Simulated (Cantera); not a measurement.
Input (Python, Cantera) and output of one run.

```python
import numpy as np
import cantera as ct

gas_names = """
    Br Br2 H HBr H2 Si SiBr SiBr2 SiBr3 SiBr4 SiH SiHBr3 SiH2 SiH2Br2 SiH3 SiH3Br SiH4 Si2 Si3
""".split()
cond_names = """
    Br2(cr) Br2(L) Si(cr) Si(L)
""".split()


# ... load() reads the species with a 1 bar reference pressure and builds the phases ...
atoms = {
    'Si': {'Si': 1},
    'HBr': {'H': 1, 'Br': 1},
    'H2': {'H': 2},
}
top_T = {}  # K; cautious upper limits of use, not melting points


# ... equilibrate(T, P, feed) seeds the gas with the atoms and calls Mixture.equilibrate('TP', solver="vcs", rtol=1e-11, max_steps=5000) ...
results = []
feed = {'Si': 1, 'HBr': 3.3, 'H2': 3.5}  # mol
P = 8.6  # Pa
for T in [598, 648, 698, 748, 798, 848, 898, 948, 998, 1048, 1098]:
    mix = equilibrate(T, P, feed)
    results.append((T, P, feed, dict(zip(mix.species_names, mix.species_moles))))
    x = sorted(zip(gas.X, gas.species_names), reverse=True)
    print(f"T = {T:g} K  P = {P:g} Pa  gas = {mix.phase_moles(0):.4g} mol")
    print("   x: " + "  ".join(f"{s} {v:.3e}" for v, s in x if v > 1e-06))
    print("   condensed (mol): " + ("  ".join(f"{mix.phase(i).name} {mix.phase_moles(i):.4g}"
          for i in range(1, mix.n_phases) if mix.phase_moles(i) > 1e-12) or "none"))
```

Output:

```
T = 598 K  P = 8.6 Pa  gas = 5.975 mol
   x: H2 8.607e-01  SiBr4 1.368e-01  SiHBr3 1.283e-03  HBr 1.216e-03  SiH2Br2 5.534e-06  SiBr3 1.001e-06
   condensed (mol): Si(cr) 0.1749
T = 648 K  P = 8.6 Pa  gas = 5.978 mol
   x: H2 8.591e-01  SiBr4 1.361e-01  HBr 3.368e-03  SiHBr3 1.405e-03  SiH2Br2 6.697e-06  SiBr3 5.389e-06  SiBr2 3.454e-06
   condensed (mol): Si(cr) 0.1779
T = 698 K  P = 8.6 Pa  gas = 5.985 mol
   x: H2 8.557e-01  SiBr4 1.347e-01  HBr 8.016e-03  SiHBr3 1.505e-03  SiBr2 2.623e-05  SiBr3 2.262e-05  SiH2Br2 7.800e-06
   condensed (mol): Si(cr) 0.1846
T = 748 K  P = 8.6 Pa  gas = 5.998 mol
   x: H2 8.493e-01  SiBr4 1.320e-01  HBr 1.686e-02  SiHBr3 1.578e-03  SiBr2 1.503e-04  SiBr3 7.756e-05  SiH2Br2 8.781e-06
   condensed (mol): Si(cr) 0.1973
T = 798 K  P = 8.6 Pa  gas = 6.023 mol
   x: H2 8.382e-01  SiBr4 1.272e-01  HBr 3.200e-02  SiHBr3 1.614e-03  SiBr2 6.828e-04  SiBr3 2.241e-04  SiH2Br2 9.556e-06
   condensed (mol): Si(cr) 0.2183
T = 848 K  P = 8.6 Pa  gas = 6.065 mol
   x: H2 8.206e-01  SiBr4 1.193e-01  HBr 5.547e-02  SiBr2 2.543e-03  SiHBr3 1.597e-03  SiBr3 5.567e-04  SiH2Br2 1.001e-05
   condensed (mol): Si(cr) 0.2481
T = 898 K  P = 8.6 Pa  gas = 6.134 mol
   x: H2 7.945e-01  SiBr4 1.064e-01  HBr 8.846e-02  SiBr2 7.926e-03  SiHBr3 1.504e-03  SiBr3 1.195e-03  SiH2Br2 9.994e-06  Br 5.175e-06
   condensed (mol): Si(cr) 0.2822
T = 948 K  P = 8.6 Pa  gas = 6.244 mol
   x: H2 7.593e-01  HBr 1.297e-01  SiBr4 8.671e-02  SiBr2 2.076e-02  SiBr3 2.190e-03  SiHBr3 1.310e-03  Br 2.266e-05  SiH2Br2 9.316e-06
   condensed (mol): Si(cr) 0.3071
T = 998 K  P = 8.6 Pa  gas = 6.4 mol
   x: H2 7.177e-01  HBr 1.731e-01  SiBr4 5.996e-02  SiBr2 4.487e-02  SiBr3 3.282e-03  SiHBr3 9.980e-04  Br 8.176e-05  SiH2Br2 7.843e-06
   condensed (mol): Si(cr) 0.3017
T = 1048 K  P = 8.6 Pa  gas = 6.576 mol
   x: H2 6.790e-01  HBr 2.077e-01  SiBr2 7.713e-02  SiBr4 3.162e-02  SiBr3 3.756e-03  SiHBr3 6.189e-04  Br 2.418e-04  SiH2Br2 5.732e-06
   condensed (mol): Si(cr) 0.256
T = 1098 K  P = 8.6 Pa  gas = 6.708 mol
   x: H2 6.554e-01  HBr 2.243e-01  SiBr2 1.041e-01  SiBr4 1.209e-02  SiBr3 3.189e-03  Br 5.894e-04  SiHBr3 3.036e-04  SiH2Br2 3.617e-06  H 2.159e-06
   condensed (mol): Si(cr) 0.1972
```

Method: chemical equilibrium by Gibbs-energy minimisation in Cantera with the NASA 1993 tables (ideal gas, pure condensed phases). The tables' values for SiBr3 are old estimates; treat these amounts as uncertain.
